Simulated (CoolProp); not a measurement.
The numbers come from the reference Helmholtz-energy equation of state, Lemmon 2022 in CoolProp.

**Question.** Give the vapour pressure (MPa), vapour density (kg/m³), surface tension (mN/m) of saturated R1234yf at -74.25, -35.25 °C.

**Answer.** 
| T (°C) | p (MPa) | vapour density (kg/m³) | surface tension (mN/m) |
|---|---|---|---|
| -74.25 | 0.00829 | 0.576 | 21.2 |
| -35.25 | 0.0780 | 4.67 | 14.7 |

Surface tension comes from a separate correlation (Mulero 2012).
